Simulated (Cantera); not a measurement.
A perfectly stirred reactor is fed with 7.14 % C2H6, 92.9 % H2, at 0.133 bar; it is held at 1725 K, and followed from long to short residence time.

Computed with Cantera and GRI-Mech 3.0 (53 species, 325 reactions). GRI-Mech 3.0 stops at C3 and has no aromatics, soot or wall deposition, so with more carbon than oxygen in the feed, carbon stays in small species such as C2H2 where larger ones or solid carbon would form.

One state of this run: x C2H6 = 1.26e-5; x H2 = 0.924; x CH4 = 0.0226; x CH3 = 0.000287; x C2H = 2.05e-7. x: mole fraction; the columns are a selection and need not sum to one.

Which value of τ (s) does it belong to?
(A) 3.2
(B) 8.3
(C) 22
(D) 0.46

D, 0.46
